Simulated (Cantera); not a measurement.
# Equilibrium for metals in furnace atmospheres: Fe + CO₂ + N₂

Feed: 1 mol Fe, 4 mol CO₂, a varied amount of N₂, at 900 °C and 2.50 bar.

Equilibrium computed with Cantera from the NASA thermochemical tables; the gas is ideal and each condensed phase is pure. Candidate condensed phases: C, Fe, Fe(CO)₅, FeO, Fe₂O₃, Fe₃O₄; 27 gas species. The tables' stoichiometric FeO is somewhat more stable than real wüstite, so its field is too wide. FeO: taken at fixed stoichiometry. Rates play no part.

From 14 mol N₂ to 220 mol N₂ the condensed part is FeO(s).

```csv
n(N₂) (mol),x N₂,x CO₂,x CO,n FeO(s)
14,0.778,0.167,0.0556,1.00
19,0.826,0.130,0.0435,1.00
27,0.871,0.0968,0.0323,1.00
39,0.907,0.0698,0.0233,1.00
55,0.932,0.0508,0.0169,1.00
78,0.951,0.0366,0.0122,1.00
110,0.965,0.0263,0.00877,1.00
160,0.976,0.0183,0.00610,1.00
220,0.982,0.0134,0.00446,1.00
```
x: gas mole fraction; n: condensed amount in mol.
